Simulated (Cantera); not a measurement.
A perfectly stirred reactor is fed with CH₄ : C₂H₆ : C₃H₈ : O₂ : N₂ : H₂O = 1 : 0.25 : 0.98 : 6.8 : 51 : 4.3 (molar parts), equivalence ratio 1.1, at 7500 Torr; it is adiabatic with a 673 K inlet, and is followed from long to short residence time, starting on the burning branch (τ in s: 0.087, 0.038, 0.016, 0.0071, 0.0031, 0.0013, 0.00057, 0.00025, 0.00011, 4.7e-05, 2e-05).

Computed with Cantera and GRI-Mech 3.0 (53 species, 325 reactions). GRI-Mech 3.0 was tuned for natural gas; its chemistry of propane as a main component is partial and can be far from experiment.

One state of this run: T (K) = 1597; x CH₄ = 0.00201; x C₂H₆ = 8.98e-5; x C₃H₈ = 0.000103; x HCO = 5.47e-7; x CH₃ = 0.000172; x CH₂ = 1.03e-6; x CO = 0.0277. x: mole fraction; the columns are a selection and need not sum to one.

Which value of τ (s) does it belong to?
A. 4.7e-5
B. 0.00057
C. 0.0071
D. 0.00011

B, 0.00057
